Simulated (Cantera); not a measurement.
Charge: 1 mol Zr, 1.1 mol NH3, 73 mol H2, 0.24 mol O2, equilibrated at 2650 K and 0.900 bar.

Method: chemical equilibrium by Gibbs-energy minimisation in Cantera with the NASA 1993 tables (ideal gas, pure condensed phases). Candidate condensed phases: H2O, Zr, ZrN, ZrO2; 28 gas species. Mutual solubility and eutectic melting of coexisting phases are not modelled. ZrN: taken at fixed stoichiometry. Condensed phases not in the tables: solid solutions among these carbides, nitrides and lower oxides. Equilibrium is a limit: real reactors are often held back by kinetics, nucleation or transport.

Base state: H2 0.949, H 0.0481, N2 0.00218, H2O 0.000262, ZrO 0.000125 (mole fractions); condensed: ZrN(s) + ZrO2(s).

Q: What changes in the equilibrium state with this change: O2 from 0.24 to 0.06 mol?

A: 
| species | before | after |
|---|---|---|
| H2 | 0.949 | 0.950 |
| H | 0.0481 | 0.0482 |
| N2 | 0.00218 | 0.00103 |
| H2O | 0.000262 | 0.000217 |
| ZrO | 0.000125 | 0.000150 |
| ZrN(s), mol | 0.765 | 0.942 |
| ZrO2(s), mol | 0.225 | 0.0456 |
